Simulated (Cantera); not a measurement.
**Dilute partial oxidation**

An isothermal, constant-pressure homogeneous reactor starts with CH3OH : O2 : N2 = 0.0053 : 0.0049 : 1.5 (molar parts), at 1075 K and 950000 Pa.

Computed with Cantera and GRI-Mech 3.0 (53 species, 325 reactions). GRI-Mech 3.0 was tuned for natural gas; its chemistry of methanol as a main component is partial and can be far from experiment.

```csv
t (s),x CH3OH,x O2,x HO2,x C2H6,x NO
9.00e-5,0.00351,0.00324,1.21e-9,<1e-12,<1e-12
0.000340,0.00351,0.00324,5.10e-9,<1e-12,<1e-12
0.00128,0.00351,0.00324,2.11e-8,<1e-12,<1e-12
0.00484,0.00351,0.00324,8.21e-8,3.19e-12,<1e-12
0.0183,0.00351,0.00324,3.25e-7,1.07e-11,<1e-12
0.0690,0.000270,0.00142,1.13e-5,8.39e-12,2.50e-12
0.261,4.60e-11,0.000261,7.94e-7,<1e-12,6.52e-11
0.984,2.99e-12,3.86e-6,1.22e-8,<1e-12,8.83e-11
3.72,<1e-12,8.85e-9,8.56e-12,<1e-12,3.15e-11
14.0,<1e-12,1.38e-10,<1e-12,<1e-12,9.47e-12
53.0,<1e-12,2.78e-12,<1e-12,<1e-12,1.35e-12
200,<1e-12,<1e-12,<1e-12,<1e-12,<1e-12
```
x: mole fraction; the columns are a selection and need not sum to one.

Equilibrium at this temperature and pressure: CH3OH <1e-12, O2 <1e-12, HO2 <1e-12, C2H6 <1e-12, NO <1e-12 (gas phase only).
